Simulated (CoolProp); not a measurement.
Vapour-liquid equilibrium of propane (1) + isohexane (2) at 171 kPa; x and y are mole fractions of (1).

Values from CoolProp's multi-fluid Helmholtz-energy mixture model, Lemmon 2009 and Lemmon 2006; pair parameters Bell 2016.

### Question
Give the bubble temperature and the first vapour's composition at x = 0.35, 0.5, 0.875. Is there an azeotrope?

### Answer
x = 0.35: 273.2 K, y = 0.962; x = 0.5: 262.4 K, y = 0.983; x = 0.875: 247.2 K, y = 0.998. No azeotrope shows between x = 0.05 and 0.95.

Pair parameters are fitted to limited data, so mixtures are less certain than the pure fluids.
